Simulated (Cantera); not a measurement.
Input: 1 mol Si, 1.6 mol CO2, 120 mol H2, equilibrated at 10000 Pa.

Cantera equilibrium calculation (NASA polynomials, part measured and part estimated; ideal gas, pure solids and liquids). Candidate condensed phases: C, C6H6, C7H8, C8H18, H2O, Si, SiC, SiO2; 123 gas species. The tables hold silica as quartz up to 1696 K and as liquid above; real silica turns to tridymite and cristobalite and melts near 1996 K. The numbers say what is thermodynamically allowed, not how fast it happens.

Problem. Which condensed phases are stable at each of these points (T (K)): 1825, 1850, 1875, 1900, 1925, 1950, 1975, 2000, 2025, 2050?

Solution. 
```csv
T (K),condensed phases,Si condensed (%)
1825,SiO2(condensed),5.1
1850,gas only,0.0
1875,gas only,0.0
1900,gas only,0.0
1925,gas only,0.0
1950,gas only,0.0
1975,gas only,0.0
2000,gas only,0.0
2025,gas only,0.0
2050,gas only,0.0
```

At 1825 K the condensed part is SiO2(condensed). From 1850 K to 2050 K nothing is condensed.
